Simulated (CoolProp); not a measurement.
A single-stage vapour-compression cycle with R236EA: evaporating at 264.15 K (dew point), condensing at 323.15 K (bubble point), superheat 8 K, subcooling 8 K, compressor efficiency 0.65, no pressure losses. Each further row changes one setting.

Values from CoolProp's reference Helmholtz-energy equation of state, Rui 2013.

```csv
case,cooling COP,pressure ratio,discharge temperature (K),refrigerating effect (kJ/kg),volumetric capacity (kJ/m³)
as stated,___,8.71,337.3,115,416
evaporating temperature 269.15 K,2.64,6.93,336.1,119,532
condensing temperature 318.15 K,2.61,7.52,332.7,122,439
subcooling 13 K,___,8.71,337.3,122,439
superheat 18 K,2.36,8.71,348.0,124,429
compressor efficiency 0.55,1.95,8.71,___,115,416
```

Task: Some entries are withheld; supply them.

Result: 
- as stated, cooling COP: 2.30
- subcooling 13 K, cooling COP: 2.43
- compressor efficiency 0.55, discharge temperature (K): 346.7
